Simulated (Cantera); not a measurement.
Charge: 1 mol SiHCl3, 0.63 mol NH3, 3.7 mol H2, held at 1477 °C and 2.18 Torr.

These are equilibrium values from Cantera (NASA tables, ideal gas, pure condensed phases), not measurements of a reactor. Candidate condensed phases: NH4Cl, Si, Si3N4; 28 gas species. The tables' values for SiCl3, SiCl are old estimates; treat these amounts as uncertain. Gases not in the tables: Si2H6 and higher silanes. Equilibrium is a limit: real reactors are often held back by kinetics, nucleation or transport.

Base state: H2 0.655, HCl 0.161, SiCl2 0.132, N2 0.0451, H 0.00350, SiCl3 0.000899, Cl 0.000665, SiCl 0.000653 (mole fractions); condensed: Si(l).

Q: What changes in the equilibrium state with this change: pressure from 2.18 Torr to 0.0383 Torr?

A: 
```
species       before    after
----------  --------  -------
H2             0.655    0.610
HCl            0.161    0.177
SiCl2          0.132    0.114
H            0.00350   0.0254
Si          0.000518   0.0198
N2            0.0451   0.0436
SiCl4        1.09e-5  2.12e-7
Si2          2.68e-6  6.89e-5
Si3          6.55e-7  1.14e-5
Cl          0.000665  0.00568
Si(l), mol    0.0624        0
```
The tables' values for SiCl, SiCl3, SiN are old estimates; treat these amounts as uncertain.

Q: What changes in the equilibrium state with this change: temperature from 1477 °C to 1125 °C?

A: 
```csv
species,before,after
H2,0.655,0.648
HCl,0.161,0.246
SiCl2,0.132,0.0854
N2,0.0451,0.0110
Si,0.000518,8.38e-8
SiH,2.98e-5,1.83e-8
"Si(l), mol",0.0624,0
"Si3N4(s), mol",0,0.121
```
The tables' values for SiCl3 are old estimates; treat these amounts as uncertain.

Q: What changes in the equilibrium state with this change: temperature from 1477 °C to 827 °C?

A: 
| species | before | after |
|---|---|---|
| H2 | 0.655 | 0.748 |
| HCl | 0.161 | 0.166 |
| SiCl4 | 1.09e-5 | 0.0693 |
| SiCl2 | 0.132 | 0.00610 |
| N2 | 0.0451 | 1.44e-5 |
| SiCl | 0.000653 | <1e-9 |
| Si | 0.000518 | <1e-9 |
| SiH | 2.98e-5 | <1e-9 |
| SiH2 | 1.36e-5 | <1e-9 |
| Si(l), mol | 0.0624 | 0 |
| Si3N4(s), mol | 0 | 0.157 |
The tables' values for SiCl3 are old estimates; treat these amounts as uncertain.
